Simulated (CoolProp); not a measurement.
A closed Brayton cycle with dry air: compressor inlet 320.15 K and 3.1 MPa, high pressure 9.32 MPa, turbine inlet 925 K, compressor efficiency 0.8, turbine efficiency 0.85, recuperator effectiveness 0.95 (on enthalpy, no pinch check). Each further row changes one setting.

Computed with CoolProp (reference Helmholtz-energy equation of state, Lemmon 2000). It is a pseudo-pure fit of the blend.

```tsv
case	thermal efficiency (%)	net work (kJ/kg)	compressor to turbine work	compressor exit (K)	turbine exit (K)
as stated	29.4	69.7	0.68	468.2	729.2
turbine inlet 875 K	25.8	57.6	0.72	468.2	688.2
compressor inlet 330.15 K	27.4	64.8	0.71	482.5	729.2
high pressure 7.92 MPa	31.5	66.4	0.65	443.3	755.2
recuperator effectiveness 0.5	19.2	69.7	0.68	468.2	729.2
```
